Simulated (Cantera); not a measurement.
## KCl + N₂ (halide evaporation, hydrolysis and transport)

Input: 1 mol KCl, 0.13 mol N₂, equilibrated at 477 °C and 0.510 bar.

These are equilibrium values from Cantera (NASA tables, ideal gas, pure condensed phases), not measurements of a reactor. Candidate condensed phases: K, KCl; 8 gas species. Kinetics and transport are ignored.

The x(N₂) is 1.00. The n(KCl(s)) is 1.00 mol and the gas amount is 0.1300 mol. The log10 activity of K(l) (absent) is -13.72.
